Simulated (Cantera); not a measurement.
Input (Python, Cantera):

```python
import numpy as np
import cantera as ct

gas = ct.Solution("gri30.yaml")
gas.TPX = 550, 96000, {'CH4': 1, 'O2': 1.67, 'N2': 6.27, 'H2O': 0.18}
flame = ct.FreeFlame(gas, width=0.041)
flame.set_refine_criteria(ratio=3, slope=0.08, curve=0.16)
flame.transport_model = "mixture-averaged"
flame.solve(loglevel=0, auto=True)
z, T = flame.grid, flame.T
thick = (T[-1] - T[0]) / np.gradient(T, z).max()
show = ['CH4', 'O2', 'H2O', 'N2O', 'CO2', 'H']
print(f"laminar burning velocity  {flame.velocity[0] * 100:.3f} cm/s")
print(f"burnt temperature         {T[-1]:.1f} K")
print(f"thermal thickness         {thick * 1e3:.4f} mm")
print(f"grid points               {len(z)}")
z0 = z[flame.heat_release_rate.argmax()]
print(f"{'z/mm':>9s}{'T/K':>9s}{'u/(m/s)':>9s}" + "".join(f"{s:>11s}" for s in show))
rows = []
for k in (-3, -2, -1.5, -1, -0.5, -0.25, 0, 0.25, 0.5, 1, 2, 4, 8):
    zz = z0 + k * thick
    rows.append([k * thick, np.interp(zz, z, T), np.interp(zz, z, flame.velocity),
                 *(np.interp(zz, z, flame.X[gas.species_index(s)]) for s in show)])
    print(f"{rows[-1][0] * 1e3:9.3f}{rows[-1][1]:9.1f}{rows[-1][2]:9.3f}" + "".join(f"{x:11.3e}" for x in rows[-1][3:]))
```

Output:

```
laminar burning velocity  96.166 cm/s
burnt temperature         2267.8 K
thermal thickness         0.3825 mm
grid points               152
     z/mm      T/K  u/(m/s)        CH4         O2        H2O        N2O        CO2          H
   -1.148    550.3    0.964  1.094e-01  1.828e-01  1.975e-02  2.906e-13  2.160e-07  3.719e-13
   -0.765    552.7    0.971  1.089e-01  1.821e-01  2.009e-02  4.846e-12  3.544e-06  5.010e-11
   -0.574    563.5    0.994  1.076e-01  1.808e-01  2.156e-02  3.788e-11  2.726e-05  2.966e-09
   -0.383    638.7    1.136  1.017e-01  1.747e-01  3.074e-02  4.741e-10  3.333e-04  8.027e-07
   -0.191   1069.0    1.939  7.069e-02  1.380e-01  7.732e-02  6.457e-09  4.432e-03  1.219e-04
   -0.096   1477.8    2.714  3.856e-02  9.516e-02  1.210e-01  1.660e-08  1.145e-02  8.363e-04
    0.000   1844.2    3.420  9.922e-03  4.763e-02  1.626e-01  3.032e-08  2.274e-02  3.705e-03
    0.096   2007.9    3.727  9.674e-04  1.973e-02  1.831e-01  3.908e-08  3.513e-02  7.621e-03
    0.191   2050.7    3.795  5.246e-05  9.688e-03  1.884e-01  4.219e-08  4.479e-02  9.707e-03
    0.383   2082.5    3.836  1.593e-07  5.319e-03  1.890e-01  3.996e-08  5.387e-02  1.010e-02
    0.765   2119.3    3.890  4.461e-11  3.899e-03  1.902e-01  3.655e-08  5.756e-02  8.758e-03
    1.530   2164.0    3.962  9.060e-15  2.712e-03  1.936e-01  3.351e-08  5.864e-02  6.701e-03
    3.060   2207.8    4.031  9.272e-15  1.596e-03  1.973e-01  2.968e-08  5.950e-02  4.655e-03
```

Computed with Cantera and GRI-Mech 3.0 (53 species, 325 reactions). Burning velocities carry a grid error of a few per cent, more on coarse grids.
